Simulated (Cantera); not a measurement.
# Stirred combustor or abatement burner

A perfectly stirred reactor is fed with CH₄ : O₂ : N₂ : H₂O = 1 : 2 : 7.52 : 0.012 (molar parts), equivalence ratio 1.0, at 101000 Pa; it is adiabatic with a 475 K inlet, and is followed from long to short residence time, starting on the burning branch (τ in s: 0.18, 0.061, 0.021, 0.0075, 0.0026, 0.00092, 0.00032, 0.00011, 3.9e-05, 1.4e-05, 4.8e-06).

Computed with Cantera and GRI-Mech 3.0 (53 species, 325 reactions).

```csv
τ (s),T (K),x CH₄,x O₂,x C₂H₆,x CH₂,x H₂
0.18,2302,1.58e-6,0.00697,<1e-12,7.69e-8,0.00517
0.061,2292,4.15e-6,0.00779,2.71e-12,2.05e-7,0.00556
0.021,2268,9.85e-6,0.00923,1.49e-11,4.84e-7,0.00645
0.0075,2226,2.11e-5,0.0114,6.53e-11,9.84e-7,0.00795
0.0026,2164,4.56e-5,0.0143,2.78e-10,1.84e-6,0.0102
0.00092,2087,0.000101,0.0178,1.24e-9,3.23e-6,0.0127
0.00032,1998,0.000253,0.0219,7.17e-9,5.89e-6,0.0152
0.00011,1899,0.000778,0.0285,7.33e-8,1.26e-5,0.0173
3.9e-5,475,0.0949,0.190,<1e-12,<1e-12,<1e-12
1.4e-5,475,0.0949,0.190,<1e-12,<1e-12,<1e-12
4.8e-6,475,0.0949,0.190,<1e-12,<1e-12,<1e-12
```
x: mole fraction; the columns are a selection and need not sum to one.
